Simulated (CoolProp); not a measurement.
Saturation properties of C2F6 (R116).

The numbers come from the reference Helmholtz-energy equation of state, Lemmon 2006 in CoolProp. It is a short technical equation, of lower accuracy than the large ones.

| T (K) | p (MPa) | liquid cp (kJ/(kg K)) | surface tension (mN/m) | vapour viscosity (µPa s) | liquid conductivity (mW/(m K)) |
|---|---|---|---|---|---|
| 200.6 | 0.1352 | 0.9561 | 10.3 | 9.37 | 73.9 |
| 203.9 | 0.1592 | 0.9650 | 9.85 | [?] | [?] |
| 207.2 | 0.1863 | 0.9743 | 9.41 | 9.66 | 71.3 |
| 210.5 | 0.2168 | 0.9840 | 8.97 | [?] | 70.0 |
| 213.8 | 0.2510 | [?] | 8.54 | 9.96 | 68.7 |
| 217.1 | 0.2891 | 1.005 | 8.10 | 10.1 | 67.4 |
| 220.4 | 0.3315 | 1.016 | 7.68 | 10.3 | 66.1 |
| 223.7 | [?] | 1.028 | 7.25 | 10.4 | 64.8 |
| 227 | 0.4301 | 1.040 | 6.83 | 10.6 | 63.5 |

Fill in the missing entries.


- 203.9, vapour viscosity (µPa s): 9.52
- 203.9, liquid conductivity (mW/(m K)): 72.6
- 210.5, vapour viscosity (µPa s): 9.81
- 213.8, liquid cp (kJ/(kg K)): 0.9942
- 223.7, p (MPa): 0.3784

It boils at 195.1 K under 1 atm.

Viscosity comes from a separate model (Huber 2003), an estimate that may be off by 10 % or more. Thermal conductivity comes from a separate model (Huber 2003), an estimate that may be off by 10 % or more. Surface tension comes from a separate correlation (Mulero 2012).
